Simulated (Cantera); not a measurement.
A Cantera script and its output.

```python
import numpy as np
import cantera as ct

gas = ct.Solution("h2o2.yaml")
gas.TPX = 900, 15000, {'H2': 1.1, 'O2': 1, 'N2': 1.3}
reactor = ct.IdealGasConstPressureReactor(gas, energy="off", clone=False)
net = ct.ReactorNet([reactor])
net.rtol, net.atol = 1e-08, 1e-18
show = ['H2', 'O2', 'H2O2', 'H2O', 'O', 'HO2']
times = np.geomspace(0.0005, 10, 14)

steps = ct.SolutionArray(gas, extra=["t"])
rows = []
print(f"{'t/s':>10s}{'T/K':>9s}{'P/Pa':>11s}" + "".join(f"{s:>11s}" for s in show))
for t in times:
    while net.time < t:
        t_next = net.step()
        steps.append(gas.state, t=t_next)
    rows.append([np.interp(t, steps.t, y) for y in (steps.T, steps.P, *steps(*show).X.T)])
    print(f"{t:10.3e}{rows[-1][0]:9.1f}{rows[-1][1]:11.4g}" + "".join(f"{x:11.3e}" for x in rows[-1][2:]))
rate = np.gradient(steps.T, steps.t)
print("integrator steps:", len(steps.t))
if steps.T.max() > steps.T[0] + 200:
    print(f"time of steepest temperature rise: {steps.t[rate.argmax()]:.4e} s")
gas.TPX = 900, 15000, {'H2': 1.1, 'O2': 1, 'N2': 1.3}
gas.equilibrate("TP")
print(f"equilibrium (TP): T = {gas.T:.1f} K  " + "  ".join(f"{s} {gas[s].X[0]:.3e}" for s in show))
```

Result:

```
       t/s      T/K       P/Pa         H2         O2       H2O2        H2O          O        HO2
 5.000e-04    900.0    1.5e+04  3.235e-01  2.941e-01  7.508e-12  2.784e-08  2.314e-09  9.572e-09
 1.071e-03    900.0    1.5e+04  3.235e-01  2.941e-01  1.717e-08  3.965e-05  3.115e-06  1.073e-05
 2.294e-03    900.0    1.5e+04  6.176e-02  1.836e-01  4.068e-06  3.104e-01  5.606e-04  8.962e-05
 4.915e-03    900.0    1.5e+04  3.711e-02  1.734e-01  1.530e-05  3.416e-01  2.805e-05  8.014e-05
 1.053e-02    900.0    1.5e+04  3.516e-02  1.726e-01  5.253e-05  3.440e-01  5.694e-07  5.590e-05
 2.255e-02    900.0    1.5e+04  3.507e-02  1.726e-01  7.618e-05  3.441e-01  1.430e-07  2.819e-05
 4.831e-02    900.0    1.5e+04  3.491e-02  1.725e-01  9.803e-05  3.442e-01  1.773e-07  2.868e-05
 1.035e-01    900.0    1.5e+04  3.444e-02  1.723e-01  1.504e-04  3.447e-01  2.594e-07  3.385e-05
 2.217e-01    900.0    1.5e+04  3.280e-02  1.716e-01  2.610e-04  3.466e-01  3.992e-07  4.041e-05
 4.749e-01    900.0    1.5e+04  2.808e-02  1.695e-01  3.538e-04  3.522e-01  4.744e-07  4.229e-05
 1.017e+00    900.0    1.5e+04  1.943e-02  1.659e-01  3.178e-04  3.625e-01  4.312e-07  3.710e-05
 2.179e+00    900.0    1.5e+04  9.119e-03  1.616e-01  1.944e-04  3.749e-01  3.288e-07  2.665e-05
 4.668e+00    900.0    1.5e+04  2.182e-03  1.588e-01  5.268e-05  3.833e-01  1.506e-07  1.254e-05
 1.000e+01    900.0    1.5e+04  3.261e-04  1.580e-01  4.219e-06  3.856e-01  2.029e-08  3.301e-06
integrator steps: 1903
equilibrium (TP): T = 900.0 K  H2 8.074e-12  O2 1.579e-01  H2O2 4.043e-11  H2O 3.860e-01  O 5.560e-12  HO2 1.555e-10
```

Detailed kinetics in Cantera: the H2/O2 subset of GRI-Mech 3.0, which has no nitrogen chemistry. Below about 950 K walls govern HO2 and H2O2 in real vessels. The temperature is held fixed by assumption; the heat of reaction is taken as removed at once.
